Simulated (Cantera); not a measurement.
A closed system holds: 1 mol BN, a varied amount of H2O, held at 2075 K and 0.00560 bar.

These are equilibrium values from Cantera (NASA tables, ideal gas, pure condensed phases), not measurements of a reactor. Candidate condensed phases: B, BN, B2O3, B3O3H3, H2O; 39 gas species. Kinetics and transport are ignored.

**Question.** Which condensed phases are stable at each of these points (n(H2O) (mol)): 0.61, 0.86, 1.2, 1.7, 2.3, 3.2, 4.5, 6.2, 8.7, 12, 17, 23?

**Answer.** 
```csv
n(H2O) (mol),condensed phases,B condensed (%)
0.61,BN(s),39.6
0.86,BN(s),14.8
1.2,gas only,0.0
1.7,gas only,0.0
2.3,gas only,0.0
3.2,gas only,0.0
4.5,gas only,0.0
6.2,gas only,0.0
8.7,gas only,0.0
12,gas only,0.0
17,gas only,0.0
23,gas only,0.0
```

From 0.61 mol H2O to 0.86 mol H2O the condensed part is BN(s). From 1.2 mol H2O to 23 mol H2O nothing is condensed.
